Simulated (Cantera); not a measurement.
## Adiabatic ignition

An adiabatic, constant-volume homogeneous reactor starts with 10.4 % CH₄, 24.0 % O₂, 65.5 % N₂, equivalence ratio 0.87, at 1623 K and 12800 Torr.

Model: GRI-Mech 3.0 (53 species, 325 reactions), integrated in Cantera. The pressure lies above the range GRI-Mech 3.0 was tuned for (to about 10 atm). Above 3000 K some thermodynamic fits are extrapolated.

```csv
t (s),T (K),P (bar),x CH₄,x O₂,x H,x NO₂,x CO₂,x CO,x HCO
4.00e-6,1623,17.0,0.104,0.240,1.92e-7,<1e-12,7.01e-8,1.57e-6,2.83e-9
9.57e-6,1626,17.0,0.103,0.240,7.65e-7,<1e-12,1.69e-6,5.48e-5,4.58e-8
2.29e-5,1692,17.8,0.0922,0.231,1.06e-5,1.50e-11,7.99e-5,0.00291,1.85e-6
5.47e-5,3279,36.0,<1e-12,0.0367,0.00718,2.78e-5,0.0575,0.0422,6.40e-7
0.000131,3277,36.0,<1e-12,0.0363,0.00716,2.88e-5,0.0575,0.0422,6.39e-7
0.000313,3277,36.0,<1e-12,0.0363,0.00716,2.89e-5,0.0575,0.0422,6.39e-7
0.000748,3277,36.0,<1e-12,0.0363,0.00716,2.89e-5,0.0575,0.0422,6.39e-7
0.00179,3277,36.0,<1e-12,0.0363,0.00716,2.89e-5,0.0575,0.0422,6.39e-7
0.00428,3277,36.0,<1e-12,0.0363,0.00716,2.89e-5,0.0575,0.0422,6.39e-7
0.0102,3277,36.0,<1e-12,0.0363,0.00716,2.89e-5,0.0575,0.0422,6.39e-7
0.0245,3277,36.0,<1e-12,0.0363,0.00716,2.89e-5,0.0575,0.0422,6.39e-7
0.0585,3277,36.0,<1e-12,0.0363,0.00716,2.89e-5,0.0575,0.0422,6.39e-7
0.140,3277,36.0,<1e-12,0.0363,0.00716,2.89e-5,0.0575,0.0422,6.39e-7
0.335,3277,36.0,<1e-12,0.0363,0.00716,2.89e-5,0.0575,0.0422,6.39e-7
0.800,3277,36.0,<1e-12,0.0363,0.00716,2.89e-5,0.0575,0.0422,6.39e-7
```
x: mole fraction; the columns are a selection and need not sum to one.

- time of steepest temperature rise: 27.8 µs
- temperature at 0.800 s: 3277 K
- equilibrium temperature: 3277 K
- x(CH₄) at 0.800 s: <1e-12 (gas-phase equilibrium <1e-12)
- x(O₂) at 0.800 s: 0.0363 (gas-phase equilibrium 0.0363)
- x(H) at 0.800 s: 0.00716 (gas-phase equilibrium 0.00716)
